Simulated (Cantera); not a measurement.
A freely propagating, adiabatic, planar premixed flame of CH4 : O2 : N2 = 1 : 1.54 : 6.46 (molar parts), equivalence ratio 1.3, unburnt at 625 K and 0.750 bar; multicomponent transport, grid criteria slope 0.08 and curve 0.16, no radiation.

Computed with Cantera and GRI-Mech 3.0 (53 species, 325 reactions). Burning velocities carry a grid error of a few per cent, more on coarse grids.

Question: Predict: laminar burning velocity; thermal thickness; peak x(H2); peak x(O); peak x(CH2O).

Answer: 
- laminar burning velocity = 98.3 cm/s
- thermal thickness = 0.536 mm
- peak x(H2) = 0.0452
- peak x(O) = 0.000890
- peak x(CH2O) = 0.00107
